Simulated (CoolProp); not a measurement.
Properties of dodecamethylpentasiloxane (MD3M) along the isobar 0.504 bar (Tc = 628.0 K, pc = 9.540 bar, ω = 0.730).

Computed with CoolProp (reference Helmholtz-energy equation of state, Thol 2019).

```tsv
T (K)	phase	density (kg/m³)	isothermal compressibility (1/MPa)	expansivity (1/kK)
357.3	liquid	?	0.002456	1.209
385.3	liquid	784.8	?	1.281
413.4	liquid	756.1	0.004088	?
441.5	liquid	?	?	1.501
469.6	liquid	694.6	0.007577	1.674
497.7	gas	4.950	21.02	2.508
525.8	gas	4.630	20.74	2.262
553.9	gas	4.357	20.55	?
581.9	gas	4.120	20.40	?
```

### Question
Complete the blanks.

### Answer

- 357.3, density (kg/m³): 812.6
- 385.3, isothermal compressibility (1/MPa): 0.003136
- 413.4, expansivity (1/kK): 1.375
- 441.5, density (kg/m³): 726.2
- 441.5, isothermal compressibility (1/MPa): 0.005467
- 553.9, expansivity (1/kK): 2.073
- 581.9, expansivity (1/kK): 1.922
